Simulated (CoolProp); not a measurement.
n-pentane at 606.56 K and 0.995 MPa flows at 2.9 m/s in a round tube of 2 mm bore and 1.5 µm roughness, fully developed (64/Re and Nu = 3.66 if laminar; Colebrook and Gnielinski if turbulent). Each further row changes one setting.

Model: reference Helmholtz-energy equation of state, Thol 2019, in CoolProp.

| case | Reynolds number | Darcy friction factor | pressure drop (Pa/m) | heat-transfer coefficient (W/(m² K)) | mass flow (kg/h) |
|---|---|---|---|---|---|
| as stated | 6520 | 0.0356 | 1110 | 593 | 0.487 |
| velocity 5.8 m/s | 13000 | 0.0301 | 3760 | 1070 | 0.974 |
| diameter 4 mm | 13000 | 0.0295 | 460 | 524 | 1.95 |

Viscosity comes from a separate model (Quiñones-Cisneros 2006), older than the equation that it now runs on, and unchecked against measurements. Thermal conductivity comes from a separate model (Vassiliou 2015).
